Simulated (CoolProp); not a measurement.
Vapour-liquid equilibrium of ethane (1) + C3F8 (R218) (2) at 222.7 K; x and y are mole fractions of (1).

Model: multi-fluid Helmholtz-energy mixture model, Bücker 2006 and Lemmon 2006; pair parameters Bell 2016, in CoolProp.

```
x     bubble pressure, mixture model (MPa)  bubble pressure, Raoult's law (MPa)  y, mixture model  y, Raoult's law
----  ------------------------------------  -----------------------------------  ----------------  ---------------
0.05                                0.1103                              0.07674             0.538            0.354
0.15                                0.2189                               0.1258             0.780            0.647
0.25                                0.3047                               0.1749             0.851            0.776
0.35                                0.3646                               0.2240             0.883            0.848
0.45                                0.4037                               0.2731             0.900            0.895
0.55                                0.4302                               0.3221             0.911            0.927
0.65                                0.4514                               0.3712             0.921            0.951
0.75                                0.4726                               0.4203             0.933            0.969
0.85                                0.4974                               0.4694             0.951            0.983
0.95                                0.5268                               0.5184             0.979            0.995
```

The largest gap from Raoult's law is +74.2 % in bubble pressure, at x = 0.25. No azeotrope shows between x = 0.05 and 0.95.

Pair parameters are fitted to limited data, so mixtures are less certain than the pure fluids. With so large a gap from Raoult's law the liquid may split in two, which this calculation doesn't test in full.
